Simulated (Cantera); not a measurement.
An isothermal, constant-pressure homogeneous reactor starts with C2H6 : N2 = 1 : 4.3 (molar parts), at 1848 K and 4.13 Torr. Integrator tolerance rtol = 1e-08.

Detailed kinetics in Cantera: GRI-Mech 3.0 (53 species, 325 reactions). GRI-Mech 3.0 stops at C3 and has no aromatics, soot or wall deposition, so with more carbon than oxygen in the feed, carbon stays in small species such as C2H2 where larger ones or solid carbon would form. Radical loss at walls, strong at low pressure, is not modelled.

What does this change do: temperature 1848 to 1375 K?


```tsv
quantity	before	after
x(C2H6) at 20.0 s	3.41e-12 (gas-phase equilibrium 2.82e-12)	4.26e-6 (gas-phase equilibrium 5.37e-9)
x(CH3) at 20.0 s	2.41e-6 (gas-phase equilibrium 2.40e-6)	5.28e-5 (gas-phase equilibrium 1.53e-6)
x(CH2) at 20.0 s	3.89e-8 (gas-phase equilibrium 3.87e-8)	1.52e-9 (gas-phase equilibrium 9.44e-11)
x(H) at 20.0 s	0.00375 (gas-phase equilibrium 0.00375)	8.37e-6 (gas-phase equilibrium 2.43e-5)
x(H2) at 20.0 s	0.272 (gas-phase equilibrium 0.272)	0.197 (gas-phase equilibrium 0.273)
x(C2H2) at 20.0 s	0.137 (gas-phase equilibrium 0.0742)	0.114 (gas-phase equilibrium 0.0885)
x(CH4) at 20.0 s	8.71e-6 (gas-phase equilibrium 8.65e-6)	0.0625 (gas-phase equilibrium 0.000860)
```

What does this change do: 0.09 parts H2O added?


```json
[
 {"quantity": "x(C2H6) at 20.0 s", "before": "3.41e-12 (gas-phase equilibrium 2.82e-12)", "after": "4.81e-12 (gas-phase equilibrium 2.81e-12)"},
 {"quantity": "x(CH3) at 20.0 s", "before": "2.41e-6 (gas-phase equilibrium 2.40e-6)", "after": "3.08e-6 (gas-phase equilibrium 2.39e-6)"},
 {"quantity": "x(CH2) at 20.0 s", "before": "3.89e-8 (gas-phase equilibrium 3.87e-8)", "after": "4.87e-8 (gas-phase equilibrium 3.78e-8)"},
 {"quantity": "x(H) at 20.0 s", "before": "0.00375 (gas-phase equilibrium 0.00375)", "after": "0.00383 (gas-phase equilibrium 0.00383)"},
 {"quantity": "x(H2) at 20.0 s", "before": "0.272 (gas-phase equilibrium 0.272)", "after": "0.283 (gas-phase equilibrium 0.283)"},
 {"quantity": "x(C2H2) at 20.0 s", "before": "0.137 (gas-phase equilibrium 0.0742)", "after": "0.127 (gas-phase equilibrium 0.0681)"},
 {"quantity": "x(CH4) at 20.0 s", "before": "8.71e-6 (gas-phase equilibrium 8.65e-6)", "after": "1.14e-5 (gas-phase equilibrium 8.81e-6)"}
]
```
